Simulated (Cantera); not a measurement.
Thermodynamics of boron, boron nitride and boron oxide, feed BCl3 + NH3 + H2

A closed system holds: 1 mol BCl3, a varied amount of NH3, 0.39 mol H2, held at 677 °C and 15.0 Pa.

These are equilibrium values from Cantera (NASA tables, ideal gas, pure condensed phases), not measurements of a reactor. Candidate condensed phases: B, BN, NH4Cl; 21 gas species. Gases not in the tables: BHCl2. Kinetics and transport are ignored.

```json
[
 {"n(NH3) (mol)": "0.27", "x HCl": "0.420", "x H2": "0.202", "x BCl3": "0.378", "x N2": "1.56e-12", "x BCl2": "1.44e-6", "n BN(s)": "0.270"},
 {"n(NH3) (mol)": "0.55", "x HCl": "0.663", "x H2": "0.157", "x BCl3": "0.181", "x N2": "2.27e-10", "x BCl2": "3.82e-7", "n BN(s)": "0.550"},
 {"n(NH3) (mol)": "0.83", "x HCl": "0.816", "x H2": "0.128", "x BCl3": "0.0557", "x N2": "1.53e-8", "x BCl2": "8.65e-8", "n BN(s)": "0.830"},
 {"n(NH3) (mol)": "1.1", "x HCl": "0.836", "x H2": "0.150", "x BCl3": "4.91e-5", "x N2": "0.0140", "x BCl2": "8.07e-11", "n BN(s)": "1.000"},
 {"n(NH3) (mol)": "1.4", "x HCl": "0.716", "x H2": "0.236", "x BCl3": "8.48e-6", "x N2": "0.0477", "x BCl2": "2.04e-11", "n BN(s)": "1.000"},
 {"n(NH3) (mol)": "1.7", "x HCl": "0.626", "x H2": "0.301", "x BCl3": "3.20e-6", "x N2": "0.0731", "x BCl2": "9.92e-12", "n BN(s)": "1.000"},
 {"n(NH3) (mol)": "1.9", "x HCl": "0.578", "x H2": "0.335", "x BCl3": "1.96e-6", "x N2": "0.0867", "x BCl2": "6.96e-12", "n BN(s)": "1.000"},
 {"n(NH3) (mol)": "2.2", "x HCl": "0.518", "x H2": "0.378", "x BCl3": "1.08e-6", "x N2": "0.104", "x BCl2": "4.53e-12", "n BN(s)": "1.000"},
 {"n(NH3) (mol)": "2.5", "x HCl": "0.469", "x H2": "0.413", "x BCl3": "6.60e-7", "x N2": "0.117", "x BCl2": "3.20e-12", "n BN(s)": "1.000"}
]
```
x: gas mole fraction; n: condensed amount in mol.

From 0.27 mol NH3 to 2.5 mol NH3 the condensed part is BN(s). The main B-bearing gas is BCl3 throughout.
